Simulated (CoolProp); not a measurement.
A simple Rankine cycle with hexamethyldisiloxane (MM): condensing at 309.15 K, boiler at 0.133 MPa, turbine inlet 385.3 K, turbine efficiency 0.6, pump efficiency 0.8, no recuperator. Each further row changes one setting.

The numbers come from the reference Helmholtz-energy equation of state, Thol 2016 in CoolProp.

| case | thermal efficiency (%) | net work (kJ/kg) | heat in (kJ/kg) | turbine exit temperature (K) | volume ratio over the turbine |
|---|---|---|---|---|---|
| as stated | 8.4 | 28.8 | 342 | 365.2 | 14.3 |
| turbine inlet 405.3 K | 8.1 | 30.6 | 378 | 385.3 | 14.1 |
| condensing temperature 301.15 K | 9.2 | 32.9 | 357 | 362.6 | 20.8 |
| boiler pressure 0.0931 MPa | [?] | 25.3 | 344 | [?] | 9.81 |
| turbine efficiency 0.5 | 7.0 | 24.0 | 342 | [?] | 14.4 |

Q: Some entries are withheld; supply them.

A: 
- boiler pressure 0.0931 MPa, thermal efficiency (%): 7.4
- boiler pressure 0.0931 MPa, turbine exit temperature (K): 368.4
- turbine efficiency 0.5, turbine exit temperature (K): 368.1
